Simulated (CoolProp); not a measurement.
Ethylene along the isobar 0.645 MPa: density (kg/m³) from the reference equation and from simpler models built on Tc = 282.4 K, pc = 5.042 MPa, ω = 0.087; each cubic takes its own stable root.

Computed with CoolProp (reference Helmholtz-energy equation of state, Smukala 2000).

```
T (K)  phase  reference  van der Waals  Soave-Redlich-Kwong  Peng-Robinson
-----  -----  ---------  -------------  -------------------  -------------
239.2    gas      9.848          9.674                9.836          9.896
256.6    gas      9.027          8.927                9.027          9.078
274.1    gas      8.348          8.290                8.351          8.395
291.5    gas      7.778          7.746                7.781          7.820
308.9    gas      7.288          7.272                7.290          7.324
326.4    gas      6.858          6.853                6.859          6.889
343.8    gas      6.482          6.483                6.482          6.508
361.3    gas      6.145          6.151                6.144          6.168
378.7    gas      5.845          5.854                5.843          5.864
```
